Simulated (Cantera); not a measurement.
Input: 1 mol SiCl₄, 17 mol O₂, equilibrated at 1100 K and 0.100 bar.

Equilibrium computed with Cantera from the NASA thermochemical tables; the gas is ideal and each condensed phase is pure. Candidate condensed phases: Si, SiO₂; 15 gas species. Rates play no part.

Base state: O₂ 0.888, Cl₂ 0.110, Cl 0.00159, ClO 2.30e-5 (mole fractions); condensed: SiO₂(β-quartz).

### Question
What changes in the equilibrium state with this change: SiCl₄ replaced by SiF₄?

### Answer
```tsv
species	before	after
O₂	0.888	0.944
SiF₄	0	0.0556
Cl₂	0.110	0
Cl	0.00159	0
ClO	2.30e-5	0
SiO₂(β-quartz), mol	1.00	0
```
